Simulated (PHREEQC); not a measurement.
1 kg of water holding 0.23 mol/kgw KOH meets 20 L of dry gas (CO2 0.46, N2 0.54 by moles) at fixed total pressure, at 10 atm; fugacities by Peng-Robinson. The gases take part in no redox reaction, some water evaporates into the gas, and hydrates or a liquid gas phase aren't modelled. Nothing may precipitate in this run.

Computed with PHREEQC (ion-association model, phreeqc.dat).

| T (°C) | dissolved CO2 (all carbonate carbon) (mol/kgw) | φ of CO2 | p of CO2 (atm) |
|---|---|---|---|
| 10 | 0.436 | 0.944 | 4.32 |
| 20 | 0.382 | 0.949 | 4.34 |
| 30 | 0.347 | 0.954 | 4.34 |
| 40 | 0.323 | 0.958 | 4.34 |
| 50 | 0.306 | 0.962 | 4.32 |
| 60 | 0.295 | 0.965 | 4.29 |
| 70 | 0.286 | 0.968 | 4.24 |
| 80 | 0.279 | 0.971 | 4.17 |
| 90 | 0.274 | 0.973 | 4.06 |

At this temperature some constants are extrapolated from 25 °C, and those without enthalpy data are left unchanged.
